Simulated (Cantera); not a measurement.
**Na2SO4 + H2O + O2 + H2 (calcination and drying)**

Input: 1 mol Na2SO4, 0.44 mol H2O, 2.1 mol O2, 2.2 mol H2, at 91.0 Pa.

Cantera equilibrium calculation (NASA polynomials, part measured and part estimated; ideal gas, pure solids and liquids). Candidate condensed phases: H2O, H2SO4, Na, NaOH, NaO2, Na2O, Na2O2, Na2S, Na2SO4, S; 27 gas species. Kinetics and transport are ignored.

| T (K) | x H2O | x O2 | x Na | x SO2 | x NaOH | x Na2SO4 | n Na2SO4(l) |
|---|---|---|---|---|---|---|---|
| 1450 | 0.609 | 0.263 | 0.0147 | 0.0365 | 0.0583 | 0.0177 | 0.776 |
| 1500 | 0.465 | 0.251 | 0.0529 | 0.0819 | 0.111 | 0.0374 | 0.395 |
| 1550 | 0.340 | 0.248 | 0.120 | 0.128 | 0.135 | 0.0266 | 0 |
| 1600 | 0.322 | 0.253 | 0.162 | 0.139 | 0.116 | 0.00557 | 0 |
| 1650 | 0.323 | 0.255 | 0.188 | 0.139 | 0.0897 | 0.000911 | 0 |
| 1700 | 0.326 | 0.256 | 0.206 | 0.137 | 0.0677 | 0.000148 | 0 |
| 1750 | 0.329 | 0.257 | 0.220 | 0.135 | 0.0506 | 2.55e-5 | 0 |
x: gas mole fraction; n: condensed amount in mol.

From 1450 K to 1500 K the condensed part is Na2SO4(l). From 1550 K to 1750 K nothing is condensed. The main Na-bearing gas is NaOH at 1450 K and Na at 1750 K.
